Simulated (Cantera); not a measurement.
Input (Python, Cantera) and output of one run.

```python
import numpy as np
import cantera as ct

gas_names = """
    C CN CO CO2 C2 CCN CNC C2N2 C2O C3 C3O2 C4 C4N2 C5 N NCO NO NO2 NO3 N2 N2O O O2 O3 Si SiC SiC2 SiN
    SiO SiO2 Si2 Si2C Si2N Si3
""".split()
cond_names = """
    C(gr) Si(cr) Si(L) SiC(b) SiO2(Lqz) SiO2(hqz) SiO2(L) Si2N2O(s) Si3N4(a)
""".split()


# ... load() reads the species with a 1 bar reference pressure and builds the phases ...
atoms = {
    'Si': {'Si': 1},
    'CO2': {'C': 1, 'O': 2},
    'N2': {'N': 2},
}
top_T = {'C(gr)': 4500, 'SiC(b)': 3050, 'Si2N2O(s)': 2100, 'Si3N4(a)': 2400}  # K; cautious upper limits of use, not melting points


# ... equilibrate(T, P, feed) seeds the gas with the atoms and calls Mixture.equilibrate('TP', solver="vcs", rtol=1e-11, max_steps=5000) ...
results = []
feed = {'Si': 1, 'CO2': 0.024, 'N2': 150}  # mol
P = 101325  # Pa
for T in [1325, 1400, 1475, 1550, 1625, 1700, 1775, 1850]:
    mix = equilibrate(T, P, feed)
    results.append((T, P, feed, dict(zip(mix.species_names, mix.species_moles))))

top = {s: max(r[3][s] / sum(r[3][g] for g in gas_names) for r in results) for s in gas_names}
cols = sorted((s for s in top if top[s] > 0.0001), key=lambda s: -top[s])[:9]
seen = [c for c in cond_names if any(r[3].get(c, 0) > 1e-12 for r in results)]
print("log10 of partial pressures in bar; condensed amounts in mol")
print(f"{'T/K':>10s}" + "".join(f"{s[:9]:>10s}" for s in cols + seen))
for T, P, feed, n in results:
    ng = sum(n[g] for g in gas_names)
    print(f"{T:10.4g}" + "".join(f"{np.log10(max(n[s] / ng * P / 1e5, 1e-99)):10.3f}" for s in cols)
          + "".join(f"{n.get(c, 0):10.4g}" for c in seen))
```

Output:

```
log10 of partial pressures in bar; condensed amounts in mol
       T/K        N2        CO       SiO     C(gr) Si2N2O(s)  Si3N4(a)
      1325     0.006    -5.555   -10.170   0.02359   0.04759    0.3016
      1400     0.006    -4.863    -8.945   0.02198   0.04598    0.3027
      1475     0.006    -4.242    -7.847   0.01556   0.03955     0.307
      1550     0.006    -3.788    -6.858         0   0.02398    0.3173
      1625     0.006    -3.788    -5.962         0   0.02384    0.3174
      1700     0.006    -3.788    -5.148         0   0.02295    0.3177
      1775     0.006    -3.788    -4.405         0   0.01819    0.3193
      1850     0.006    -3.788    -3.788         0         0    0.3253
```

Cantera equilibrium calculation (NASA polynomials, part measured and part estimated; ideal gas, pure solids and liquids). N2 is the only nitrogen source here; it is nearly inert below about 1500 K, so the nitride shown seldom forms there in practice. Mutual solubility and eutectic melting of coexisting phases are not modelled.
